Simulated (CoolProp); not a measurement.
Vapour-liquid equilibrium of carbon dioxide (1) + C2F6 (R116) (2) at 8.91 bar; x and y are mole fractions of (1).

Computed with CoolProp (multi-fluid Helmholtz-energy mixture model, Span 1996 and Lemmon 2006; pair parameters Bell 2016).

```tsv
x	bubble temperature (°C)	y at the bubble point	dew temperature at overall composition x (°C)	liquid density (mol/L)
0.05	-28.8	0.131	-26.6	10.09
0.15	-35.2	0.345	-29.4	11.01
0.25	-40.0	0.492	-32.3	11.99
0.35	-43.1	0.586	-35.4	13.02
0.45	-45.0	0.647	-38.6	14.17
0.55	-46.0	0.687	-41.9	15.49
0.65	-46.6	0.719	-45.1	17.05
0.75	-46.7	0.751	-46.7	18.95
0.85	-46.5	0.798	-45.8	21.27
0.95	-45.0	0.899	-44.1	24.08
```

y crosses x between x = 0.75 and 0.85: the model has an azeotrope there.

Pair parameters are fitted to limited data, so mixtures are less certain than the pure fluids.
